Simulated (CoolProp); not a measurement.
Vapour-liquid equilibrium of R22 (1) + R134a (2) at 272.5 K; x and y are mole fractions of (1).

Values from CoolProp's multi-fluid Helmholtz-energy mixture model, Kamei 1995 and Tillner-Roth 1994; pair parameters Bell 2016.

**Question.** Give the bubble pressure and the first vapour's composition at x = 0.05, 0.75, 0.95. Is there an azeotrope?

**Answer.** x = 0.05: 2.991 bar, y = 0.087; x = 0.75: 4.452 bar, y = 0.819; x = 0.95: 4.793 bar, y = 0.965. No azeotrope shows between x = 0.05 and 0.95.

Pair parameters are fitted to limited data, so mixtures are less certain than the pure fluids.
